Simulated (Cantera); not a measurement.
Si2H6 + NO (silicon oxide and oxynitride deposition)

Input: 1 mol Si2H6, 6.8 mol NO, held at 1050 °C and 0.133 bar.

Method: chemical equilibrium by Gibbs-energy minimisation in Cantera with the NASA 1993 tables (ideal gas, pure condensed phases). Candidate condensed phases: H2O, Si, SiO2, Si2N2O, Si3N4; 35 gas species. The feed counts by its element totals alone. The tables hold silica as quartz up to 1696 K and as liquid above; real silica turns to tridymite and cristobalite and melts near 1996 K. Gases not in the tables: Si(OH)4. Rates play no part.

```json
{
  "x(N2)": "0.531",
  "x(H2O)": "0.438",
  "x(H2)": "0.0312",
  "n(SiO2(β-quartz))": "2.00 mol",
  "gas_amount": "6.400 mol",
  "log10 activity of Si(s) (absent)": "-15.13"
}
```
